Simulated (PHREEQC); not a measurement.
NaOH is added in steps, without added water, to 1 kg of water holding 4.2 mmol/kgw H3PO4 and 0.056 mmol/kgw H3AsO4, at 20 °C. O2 is buffered at 0.21 atm. The system is closed to CO2. No solid was allowed to form.

Base run: PHREEQC, ion-association model, wateq4f.dat. Each further column changes one thing. The table gives HAsO4-2 (mol/kgw).

| NaOH added (mol) | base | metal-ligand complexes left out | Debye-Hückel limiting law | all activity coefficients set to 1 | Davies equation for every ion |
|---|---|---|---|---|---|
| 0 | 1.02e-9 | 1.02e-9 | 1.05e-9 | … | 1.03e-9 |
| 0.0015 | 1.89e-9 | 1.89e-9 | 1.94e-9 | 1.49e-9 | 1.90e-9 |
| 0.003 | 5.05e-9 | 5.05e-9 | 5.17e-9 | … | 5.07e-9 |
| 0.0045 | 3.59e-6 | 3.61e-6 | 3.58e-6 | … | 3.58e-6 |
| 0.0055 | 1.77e-5 | 1.78e-5 | 1.76e-5 | 1.76e-5 | 1.76e-5 |
| 0.007 | 3.75e-5 | 3.76e-5 | 3.74e-5 | 3.74e-5 | 3.74e-5 |
| 0.0085 | 5.53e-5 | 5.53e-5 | 5.53e-5 | … | 5.53e-5 |
| 0.01 | 3.71e-5 | 3.71e-5 | 3.63e-5 | 4.15e-5 | 3.71e-5 |

Question: Fill in the missing entries.

Answer: 
- 0, all activity coefficients set to 1: 8.04e-10
- 0.003, all activity coefficients set to 1: 4.00e-9
- 0.0045, all activity coefficients set to 1: 3.56e-6
- 0.0085, all activity coefficients set to 1: 5.54e-5

H3PO4, which wateq4f.dat lacks, is added to it with the constant of phreeqc.dat.
